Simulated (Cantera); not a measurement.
Charge: 1 mol SiC, 0.37 mol O2, 1.5 mol N2, held at 6.20e-6 bar.

Method: chemical equilibrium by Gibbs-energy minimisation in Cantera with the NASA 1993 tables (ideal gas, pure condensed phases). Candidate condensed phases: C, Si, SiC, SiO2, Si2N2O, Si3N4; 34 gas species. The tables' values for SiN are old estimates; treat these amounts as uncertain. The numbers say what is thermodynamically allowed, not how fast it happens.

x: gas mole fraction; n: condensed amount in mol.

| T (°C) | x N2 | x Si | x CO | x SiO | x SiC2 | x Si2C | x CN | n SiC(s) | n C(graphite) |
|---|---|---|---|---|---|---|---|---|---|
| 1327 | 0.668 | 0.00304 | 0.166 | 0.163 | 3.49e-8 | 9.65e-6 | 1.45e-8 | 0.627 | 0 |
| 1377 | 0.664 | (withheld) | 0.168 | 0.159 | (withheld) | (withheld) | (withheld) | 0.620 | 0 |
| 1427 | 0.654 | 0.0236 | 0.173 | 0.149 | 8.77e-7 | 0.000142 | 1.25e-7 | 0.602 | 0 |
| 1477 | 0.632 | 0.0555 | 0.184 | 0.128 | 4.13e-6 | 0.000448 | 3.57e-7 | 0.562 | 0 |
| 1527 | 0.595 | 0.111 | 0.203 | 0.0906 | 2.01e-5 | 0.00117 | 1.07e-6 | 0.485 | 0 |
| 1577 | 0.549 | 0.177 | 0.225 | 0.0458 | 0.000107 | 0.00243 | 3.58e-6 | 0.378 | 0 |
| 1627 | 0.518 | 0.222 | 0.240 | 0.0151 | 0.000651 | 0.00389 | 1.41e-5 | 0.289 | 0 |
| 1677 | 0.503 | 0.239 | 0.244 | 0.00381 | 0.00414 | 0.00527 | 6.00e-5 | 0.231 | 0 |
| 1727 | 0.466 | 0.286 | 0.229 | (withheld) | (withheld) | (withheld) | (withheld) | 0 | (withheld) |
| 1777 | 0.465 | 0.287 | 0.229 | 0.000836 | 0.0149 | 0.00339 | 0.000292 | 0 | 0.154 |

### Question
Fill in the missing entries.

### Answer

- 1377, x Si: 0.00887
- 1377, x SiC2: 1.81e-7
- 1377, x Si2C: 3.92e-5
- 1377, x CN: 4.34e-8
- 1727, x SiO: 0.00158
- 1727, x SiC2: 0.0118
- 1727, x Si2C: 0.00580
- 1727, x CN: 0.000155
- 1727, n C(graphite): 0.170
